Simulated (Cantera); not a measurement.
Feed: 1 mol Si2H6, 2.8 mol NO, equilibrated at 7.50 Torr.

Equilibrium computed with Cantera from the NASA thermochemical tables; the gas is ideal and each condensed phase is pure. Candidate condensed phases: H2O, Si, SiO2, Si2N2O, Si3N4; 35 gas species. The feed counts by its element totals alone. Mutual solubility and eutectic melting of coexisting phases are not modelled. The tables hold silica as quartz up to 1696 K and as liquid above; real silica turns to tridymite and cristobalite and melts near 1996 K. Rates play no part.

x: gas mole fraction; n: condensed amount in mol.

| T (K) | x H2 | x N2 | x SiO | x H | n SiO2(β-quartz) | n Si2N2O(s) | n SiO2(condensed) |
|---|---|---|---|---|---|---|---|
| 973 | 0.750 | 0.250 | <1e-12 | [?] | 1.20 | 0.400 | 0 |
| 1048 | 0.750 | 0.250 | 4.14e-11 | [?] | 1.20 | 0.400 | 0 |
| 1123 | 0.750 | 0.250 | 2.04e-9 | [?] | 1.20 | 0.400 | 0 |
| 1198 | 0.750 | 0.250 | 6.13e-8 | [?] | 1.20 | 0.400 | 0 |
| 1273 | 0.750 | 0.250 | 1.22e-6 | [?] | 1.20 | 0.400 | 0 |
| 1348 | 0.750 | 0.250 | 1.74e-5 | [?] | 1.20 | 0.400 | 0 |
| 1423 | 0.750 | 0.250 | 0.000186 | [?] | 1.20 | 0.400 | 0 |
| 1498 | 0.748 | 0.250 | 0.00155 | [?] | 1.20 | 0.398 | 0 |
| 1573 | 0.739 | 0.250 | 0.0106 | [?] | 1.19 | 0.386 | 0 |
| 1648 | 0.689 | 0.250 | 0.0600 | [?] | 1.11 | 0.313 | 0 |
| 1723 | 0.535 | 0.250 | 0.214 | [?] | 0 | 0 | 0.799 |
| 1798 | 0.533 | 0.250 | 0.214 | [?] | 0 | 0 | 0.797 |
| 1873 | 0.529 | 0.249 | 0.215 | [?] | 0 | 0 | 0.788 |

Task: Fill in the missing entries.

Result: 
- 973, x H: 9.36e-9
- 1048, x H: 6.69e-8
- 1123, x H: 3.69e-7
- 1198, x H: 1.65e-6
- 1273, x H: 6.18e-6
- 1348, x H: 2.00e-5
- 1423, x H: 5.75e-5
- 1498, x H: 0.000149
- 1573, x H: 0.000350
- 1648, x H: 0.000739
- 1723, x H: 0.00133
- 1798, x H: 0.00257
- 1873, x H: 0.00469
